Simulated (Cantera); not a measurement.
Charge: 1 mol Fe3O4, 450 mol H2, 16 mol N2, equilibrated at 0.100 bar.

Cantera equilibrium calculation (NASA polynomials, part measured and part estimated; ideal gas, pure solids and liquids). Candidate condensed phases: Fe, FeO, Fe(OH)2, Fe(OH)3, Fe2O3, Fe3O4, H2O; 27 gas species. Equilibrium is a limit: real reactors are often held back by kinetics, nucleation or transport.

**Question.** Which condensed phases are stable at each of these points (T (°C)): 777, 827, 877, 927, 977, 1027, 1077, 1127, 1177, 1227, 1277, 1327, 1377, 1427?

**Answer.** 
```tsv
T (°C)	condensed phases	Fe condensed (%)
777	Fe(α)	100.0
827	Fe(α)	100.0
877	Fe(α)	100.0
927	Fe(γ)	100.0
977	Fe(γ)	100.0
1027	Fe(γ)	100.0
1077	Fe(γ)	100.0
1127	Fe(γ)	100.0
1177	Fe(γ)	100.0
1227	Fe(γ)	100.0
1277	Fe(γ)	99.9
1327	Fe(γ)	99.8
1377	Fe(γ)	99.6
1427	Fe(δ)	99.0
```

From 777 °C to 877 °C the condensed part is Fe(α). From 927 °C to 1377 °C the condensed part is Fe(γ). At 1427 °C the condensed part is Fe(δ).
